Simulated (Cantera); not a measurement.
An isothermal, constant-pressure homogeneous reactor starts with 43.2 % C₂H₆, 56.1 % N₂, 0.734 % H₂O, at 1900 K and 0.109 atm.

Detailed kinetics in Cantera: GRI-Mech 3.0 (53 species, 325 reactions). GRI-Mech 3.0 stops at C3 and has no aromatics, soot or wall deposition, so with more carbon than oxygen in the feed, carbon stays in small species such as C2H2 where larger ones or solid carbon would form.

**Question.** Predict: x(C₂H₆) at 1.00 s; x(C₂H) at 1.00 s; x(HCN) at 1.00 s; x(H₂) at 1.00 s; x(C₂H₂) at 1.00 s; x(CH₃) at 1.00 s.

**Answer.** 
```json
{
  "x(C₂H₆) at 1.00 s": "5.93e-9 (gas-phase equilibrium 4.10e-9)",
  "x(C₂H) at 1.00 s": "1.05e-5 (gas-phase equilibrium 7.57e-6)",
  "x(HCN) at 1.00 s": "2.42e-5 (gas-phase equilibrium 0.128)",
  "x(H₂) at 1.00 s": "0.466 (gas-phase equilibrium 0.466)",
  "x(C₂H₂) at 1.00 s": "0.228 (gas-phase equilibrium 0.164)",
  "x(CH₃) at 1.00 s": "3.46e-5 (gas-phase equilibrium 2.85e-5)"
}
```
